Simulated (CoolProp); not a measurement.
Computed with CoolProp (reference Helmholtz-energy equation of state, Span 2000).

Question: For nitrogen, give the phase and the cp (kJ/(kg K)), viscosity (µPa s), conductivity (mW/(m K)) at -198.75 °C and 0.161 bar.

Answer: 
- -198.75 °C and 0.161 bar: gas; cp 1.05, viscosity 5.17, conductivity 6.76

Viscosity comes from a separate model (Lemmon 2004). Thermal conductivity comes from a separate model (Lemmon 2004).
